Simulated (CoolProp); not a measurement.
The numbers come from the reference Helmholtz-energy equation of state, de Reuck 1993 in CoolProp.

Problem. For methanol, give the phase and the Z, speed of sound (m/s), expansivity (1/kK), viscosity (µPa s) at 620 K and 17.1 MPa; 620 K and 20.5 MPa; 620 K and 24 MPa.

Solution. 
- 620 K and 17.1 MPa: supercritical; Z 0.651, speed of sound 337, expansivity 6.70, viscosity 28.4
- 620 K and 20.5 MPa: supercritical; Z 0.592, speed of sound 334, expansivity 8.39, viscosity 33.2
- 620 K and 24 MPa: supercritical; Z 0.549, speed of sound 352, expansivity 8.22, viscosity 37.8

Viscosity comes from a separate model (Xiang 2006).
